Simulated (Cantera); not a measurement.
A Cantera script and its output.

```python
import numpy as np
import cantera as ct

gas = ct.Solution("h2o2.yaml")
gas.TPX = 575, 13000, {'H2': 1, 'O2': 0.862, 'N2': 3.24, 'H2O': 0.17}
flame = ct.FreeFlame(gas, width=0.17)
flame.set_refine_criteria(ratio=3, slope=0.08, curve=0.16)
flame.transport_model = "mixture-averaged"
flame.solve(loglevel=0, auto=True)
z, T = flame.grid, flame.T
thick = (T[-1] - T[0]) / np.gradient(T, z).max()
show = ['H2', 'O2', 'H2O', 'H', 'H2O2', 'O']
print(f"laminar burning velocity  {flame.velocity[0] * 100:.3f} cm/s")
print(f"burnt temperature         {T[-1]:.1f} K")
print(f"thermal thickness         {thick * 1e3:.4f} mm")
print(f"grid points               {len(z)}")
z0 = z[flame.heat_release_rate.argmax()]
print(f"{'z/mm':>9s}{'T/K':>9s}{'u/(m/s)':>9s}" + "".join(f"{s:>11s}" for s in show))
rows = []
for k in (-3, -2, -1.5, -1, -0.5, -0.25, 0, 0.25, 0.5, 1, 2, 4, 8):
    zz = z0 + k * thick
    rows.append([k * thick, np.interp(zz, z, T), np.interp(zz, z, flame.velocity),
                 *(np.interp(zz, z, flame.X[gas.species_index(s)]) for s in show)])
    print(f"{rows[-1][0] * 1e3:9.3f}{rows[-1][1]:9.1f}{rows[-1][2]:9.3f}" + "".join(f"{x:11.3e}" for x in rows[-1][3:]))
```

Result:

```
laminar burning velocity  364.759 cm/s
burnt temperature         1955.1 K
thermal thickness         6.0095 mm
grid points               131
     z/mm      T/K  u/(m/s)         H2         O2        H2O          H       H2O2          O
  -18.029    575.0    3.648  1.897e-01  1.635e-01  3.225e-02  7.423e-17 -7.871e-17  1.145e-17
  -12.019    575.0    3.648  1.897e-01  1.635e-01  3.225e-02  1.010e-12  1.042e-14  6.651e-14
   -9.014    575.0    3.648  1.897e-01  1.635e-01  3.225e-02  1.492e-10  8.406e-13  6.201e-12
   -6.010    575.0    3.648  1.896e-01  1.635e-01  3.225e-02  1.283e-07  1.083e-09  3.658e-09
   -3.005    587.6    3.715  1.861e-01  1.636e-01  3.325e-02  2.148e-04  1.740e-06  9.429e-06
   -1.502    722.4    4.498  1.616e-01  1.603e-01  4.666e-02  4.639e-03  1.980e-06  2.308e-04
    0.000   1042.2    6.322  8.082e-02  1.300e-01  1.137e-01  2.700e-02  9.908e-07  4.993e-03
    1.502   1283.9    7.711  2.418e-02  9.060e-02  1.816e-01  3.660e-02  1.302e-06  1.245e-02
    3.005   1402.1    8.373  1.658e-02  8.234e-02  1.962e-01  3.078e-02  9.934e-07  1.356e-02
    6.010   1527.9    9.054  1.472e-02  7.925e-02  2.047e-01  2.171e-02  5.839e-07  1.215e-02
   12.019   1652.6    9.710  1.215e-02  7.707e-02  2.137e-01  1.332e-02  3.041e-07  9.612e-03
   24.038   1763.5   10.279  8.726e-03  7.562e-02  2.227e-01  6.894e-03  1.633e-07  6.626e-03
   48.076   1850.6   10.718  5.249e-03  7.497e-02  2.307e-01  2.861e-03  9.422e-08  3.865e-03
```

Computed with Cantera and the H2/O2 subset of GRI-Mech 3.0, which has no nitrogen chemistry. Burning velocities carry a grid error of a few per cent, more on coarse grids. Lean hydrogen flames are cellular in practice and burn faster than this planar one.
